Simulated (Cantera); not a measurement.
Charge: 1 mol Si, 2.4 mol NF3, 4.7 mol H2, 5.5 mol HF, at 8.20e-5 bar.

Equilibrium computed with Cantera from the NASA thermochemical tables; the gas is ideal and each condensed phase is pure. Candidate condensed phases: Si, Si3N4; 37 gas species. The tables' values for SiF3, SiF2 are old estimates; treat these amounts as uncertain. Equilibrium is a limit: real reactors are often held back by kinetics, nucleation or transport.

x: gas mole fraction; nothing condenses.

```tsv
T (K)	x HF	x H2	x N2	x SiF4	x SiF3	x H
825	0.621	0.221	0.0857	0.0714	1.23e-10	[?]
925	0.621	0.221	0.0857	0.0714	6.77e-9	[?]
1025	0.621	0.221	0.0857	0.0714	1.69e-7	[?]
1125	0.621	0.221	0.0857	0.0714	2.36e-6	[?]
1225	0.621	0.221	0.0857	0.0714	2.12e-5	[?]
1325	0.621	0.221	0.0857	0.0713	0.000136	[?]
1425	0.622	0.221	0.0857	0.0707	0.000665	[?]
1525	0.623	0.219	0.0855	0.0687	0.00256	[?]
1625	0.626	0.214	0.0852	0.0628	0.00769	[?]
```

Problem. Fill in the missing entries.

Solution. 
- 825, x H: 4.12e-10
- 925, x H: 1.35e-8
- 1025, x H: 2.26e-7
- 1125, x H: 2.31e-6
- 1225, x H: 1.62e-5
- 1325, x H: 8.50e-5
- 1425, x H: 0.000354
- 1525, x H: 0.00122
- 1625, x H: 0.00360
